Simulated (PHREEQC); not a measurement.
A solution holds 0.74 mol/kgw Cu(NO3)2 and 0.33 mol/kgw HCl, at 20 °C. Closed to the air; pH follows from the charge balance.

All values are PHREEQC results (ion-association model, phreeqc.dat), not measurements.

Question: The ionic strength comes out as 2.41 mol/kgw. What activity coefficients do Cu+2, H+, Cl-, CuCl3-, NO3- get?

Answer: Cu+2 0.17, H+ 0.72, Cl- 0.58, CuCl3- 0.55, NO3- 0.49.

This is a speciation only: nothing precipitates in the calculation. Ionic strength above about 0.7 mol/kgw puts this run outside the model's range. Complexes and solids missing from the database can't appear.
